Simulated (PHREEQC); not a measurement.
Consider water at 25 °C with 0.0097 mol NaOH and 4.6e-05 mol H4SiO4 per kg of water. Closed to the air; pH follows from the charge balance.

All values are PHREEQC results (ion-association model, wateq4f.dat), not measurements.

```
quantity                   before    after
------------------------  -------  -------
pH                          11.94     6.89
ionic strength (mol/kgw)  0.00970  1.30e-7
```

Problem. What was changed between the two runs?
A. H4SiO4 replaced by H2SiF6 at the same molality
B. H4SiO4 left out
C. NaOH left out
D. temperature from 25 to 75 °C
E. 0.0012 mol/kgw H2SeO3 added

Solution. C, NaOH left out

This is a speciation only: nothing precipitates in the calculation.
